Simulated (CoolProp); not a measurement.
R245fa along the isobar 0.101 MPa: fugacity coefficient from the reference equation and from simpler models built on Tc = 153.9 °C, pc = 3.651 MPa, ω = 0.378; each cubic takes its own stable root.

The numbers come from the reference Helmholtz-energy equation of state, Akasaka 2015 in CoolProp.

| T (°C) | phase | reference |
|---|---|---|
| -45.35 | liquid | 0.04006 |
| -34.05 | liquid | 0.08485 |
| -22.75 | liquid | 0.1654 |
| -11.45 | liquid | 0.3000 |
| -0.15 | liquid | 0.5113 |
| 11.15 | liquid | 0.8254 |
| 22.45 | gas | 0.9635 |
| 33.75 | gas | 0.9684 |
| 45.05 | gas | 0.9725 |

### Question
How far does each simpler model (van der Waals, Soave-Redlich-Kwong, Peng-Robinson) lie from the reference over these 9 states: mean and median of the absolute difference, and the worst?

### Answer
- van der Waals: mean 464.3 %, median 91.1 %, worst +2310.1 % at -45.35 °C and 0.101 MPa
- Soave-Redlich-Kwong: mean 0.3 %, median 0.3 %, worst +0.6 % at 11.15 °C and 0.101 MPa
- Peng-Robinson: mean 2.5 %, median 1.8 %, worst +6.8 % at -45.35 °C and 0.101 MPa

At some of these states van der Waals gives the other phase, because its saturation line lies elsewhere.
